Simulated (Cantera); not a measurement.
A Cantera script and its output.

```python
import numpy as np
import cantera as ct

gas = ct.Solution("gri30.yaml")
gas.TPX = 1975, 110000, {'NO': 1, 'N2': 0.12}
reactor = ct.IdealGasConstPressureReactor(gas, energy="off", clone=False)
net = ct.ReactorNet([reactor])
net.rtol, net.atol = 1e-08, 1e-18
show = ['NO', 'O2', 'N2O', 'N2', 'NO2']
times = np.geomspace(3e-06, 100, 9)

steps = ct.SolutionArray(gas, extra=["t"])
rows = []
print(f"{'t/s':>10s}{'T/K':>9s}{'P/Pa':>11s}" + "".join(f"{s:>11s}" for s in show))
for t in times:
    while net.time < t:
        t_next = net.step()
        steps.append(gas.state, t=t_next)
    rows.append([np.interp(t, steps.t, y) for y in (steps.T, steps.P, *steps(*show).X.T)])
    print(f"{t:10.3e}{rows[-1][0]:9.1f}{rows[-1][1]:11.4g}" + "".join(f"{x:11.3e}" for x in rows[-1][2:]))
rate = np.gradient(steps.T, steps.t)
print("integrator steps:", len(steps.t))
if steps.T.max() > steps.T[0] + 200:
    print(f"time of steepest temperature rise: {steps.t[rate.argmax()]:.4e} s")
gas.TPX = 1975, 110000, {'NO': 1, 'N2': 0.12}
gas.equilibrate("TP")
print(f"equilibrium (TP): T = {gas.T:.1f} K  " + "  ".join(f"{s} {gas[s].X[0]:.3e}" for s in show))
```

It prints:

```
       t/s      T/K       P/Pa         NO         O2        N2O         N2        NO2
 3.000e-06   1975.0    1.1e+05  8.929e-01  4.606e-09  2.534e-06  1.071e-01  3.294e-07
 2.615e-05   1975.0    1.1e+05  8.928e-01  2.395e-07  2.154e-05  1.071e-01  1.325e-05
 2.280e-04   1975.0    1.1e+05  8.924e-01  1.993e-05  1.514e-04  1.072e-01  1.726e-04
 1.987e-03   1975.0    1.1e+05  8.891e-01  1.375e-03  3.650e-04  1.086e-01  4.376e-04
 1.732e-02   1975.0    1.1e+05  8.612e-01  1.520e-02  3.421e-04  1.226e-01  5.825e-04
 1.510e-01   1975.0    1.1e+05  6.598e-01  1.156e-01  1.918e-04  2.232e-01  9.485e-04
 1.316e+00   1975.0    1.1e+05  1.396e-01  3.761e-01  8.387e-06  4.836e-01  3.523e-04
 1.147e+01   1975.0    1.1e+05  9.955e-03  4.412e-01  4.374e-07  5.485e-01  2.719e-05
 1.000e+02   1975.0    1.1e+05  8.685e-03  4.418e-01  4.284e-07  5.491e-01  2.374e-05
integrator steps: 1334
equilibrium (TP): T = 1975.0 K  NO 8.685e-03  O2 4.418e-01  N2O 4.284e-07  N2 5.491e-01  NO2 2.374e-05
```

Computed with Cantera and GRI-Mech 3.0 (53 species, 325 reactions).
